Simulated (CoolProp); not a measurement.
Vapour-liquid equilibrium of R134a (1) + R141b (2) at 0.43 MPa; x and y are mole fractions of (1).

Values from CoolProp's multi-fluid Helmholtz-energy mixture model, Tillner-Roth 1994 and Lemmon 2006; pair parameters Bell 2016.

```json
[
 {"x": "0.05", "bubble temperature (K)": "342.3", "y at the bubble point": "0.276", "dew temperature at overall composition x (K)": "352.0", "liquid density (mol/L)": "9.816"},
 {"x": "0.2", "bubble temperature (K)": "318.7", "y at the bubble point": "0.672", "dew temperature at overall composition x (K)": "345.7", "liquid density (mol/L)": "10.40"},
 {"x": "0.35", "bubble temperature (K)": "305.9", "y at the bubble point": "(withheld)", "dew temperature at overall composition x (K)": "338.6", "liquid density (mol/L)": "(withheld)"},
 {"x": "0.5", "bubble temperature (K)": "298.3", "y at the bubble point": "0.880", "dew temperature at overall composition x (K)": "330.4", "liquid density (mol/L)": "11.17"},
 {"x": "0.65", "bubble temperature (K)": "293.2", "y at the bubble point": "0.921", "dew temperature at overall composition x (K)": "320.4", "liquid density (mol/L)": "(withheld)"},
 {"x": "0.8", "bubble temperature (K)": "289.2", "y at the bubble point": "0.953", "dew temperature at overall composition x (K)": "307.4", "liquid density (mol/L)": "11.82"},
 {"x": "0.95", "bubble temperature (K)": "(withheld)", "y at the bubble point": "(withheld)", "dew temperature at overall composition x (K)": "289.6", "liquid density (mol/L)": "12.18"}
]
```

Task: What belongs in the gaps?

Result: 
- 0.35, y at the bubble point: 0.814
- 0.35, liquid density (mol/L): 10.83
- 0.65, liquid density (mol/L): 11.49
- 0.95, bubble temperature (K): 285.5
- 0.95, y at the bubble point: 0.987

No azeotrope shows between x = 0.05 and 0.95.

The pair parameters rest on a limited set of measurements; away from them the model extrapolates.
